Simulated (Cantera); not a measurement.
# Transport properties of process gases

Gas mixture: O2 : H2O = 0.68 : 0.19 (molar parts), at 2.03 Torr, frozen composition.

Cantera's kinetic-theory transport with the Lennard-Jones parameters of GRI-Mech 3.0, ideal gas; thermal conductivity in the mixture-averaged form. Polar gases are described roughly by these parameters.

| T (K) | ρ (kg/m³) | cp (J/kg/K) | μ (µPa s) | λ (mW/m/K) | Pr | D (cm²/s) NO | D (cm²/s) H2 | D (cm²/s) CO2 |
|---|---|---|---|---|---|---|---|---|
| 400 | 0.00235 | 1072 | 23.1 | 34.5 | 0.719 | 131 | 505 | 101 |
| 650 | 0.00145 | 1158 | 33.6 | 54.6 | 0.711 | 304 | 1150 | 241 |
| 900 | 0.00104 | 1229 | 42.6 | 74.0 | 0.707 | 529 | 1980 | 425 |
| 1150 | 0.000817 | 1284 | 50.7 | 92.5 | 0.704 | 798 | 2980 | 646 |
| 1400 | 0.000671 | 1329 | 58.2 | 110 | 0.702 | 1110 | 4130 | 902 |
| 1650 | 0.000570 | 1366 | 65.2 | 127 | 0.700 | 1460 | 5420 | 1190 |
D: mixture-averaged diffusion coefficient of that species in the mixture.
